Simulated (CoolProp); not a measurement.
Vapour-liquid equilibrium of n-hexane (1) + dimethyl carbonate (2) at 737 kPa; x and y are mole fractions of (1).

The numbers come from the multi-fluid Helmholtz-energy mixture model, Thol 2019 and Zhou 2011; pair parameters Bell 2016 in CoolProp.

```json
[
 {"x": "0.05", "bubble temperature, mixture model (K)": "435.3", "bubble temperature, Raoult's law (K)": "440.3", "y, mixture model": "0.145", "y, Raoult's law": "0.070"},
 {"x": "0.2", "bubble temperature, mixture model (K)": "424.8", "bubble temperature, Raoult's law (K)": "437.1", "y, mixture model": "0.383", "y, Raoult's law": "0.266"},
 {"x": "0.35", "bubble temperature, mixture model (K)": "420.2", "bubble temperature, Raoult's law (K)": "434.1", "y, mixture model": "0.500", "y, Raoult's law": "0.440"},
 {"x": "0.5", "bubble temperature, mixture model (K)": "417.9", "bubble temperature, Raoult's law (K)": "431.1", "y, mixture model": "0.583", "y, Raoult's law": "0.596"},
 {"x": "0.65", "bubble temperature, mixture model (K)": "417.0", "bubble temperature, Raoult's law (K)": "428.3", "y, mixture model": "0.664", "y, Raoult's law": "0.734"},
 {"x": "0.8", "bubble temperature, mixture model (K)": "417.4", "bubble temperature, Raoult's law (K)": "425.6", "y, mixture model": "0.768", "y, Raoult's law": "0.857"},
 {"x": "0.95", "bubble temperature, mixture model (K)": "420.2", "bubble temperature, Raoult's law (K)": "422.9", "y, mixture model": "0.926", "y, Raoult's law": "0.966"}
]
```

The largest gap from Raoult's law is -13.9 K in bubble temperature, at x = 0.35. y crosses x between x = 0.65 and 0.8: the model has an azeotrope there.

The pair parameters rest on a limited set of measurements; away from them the model extrapolates.
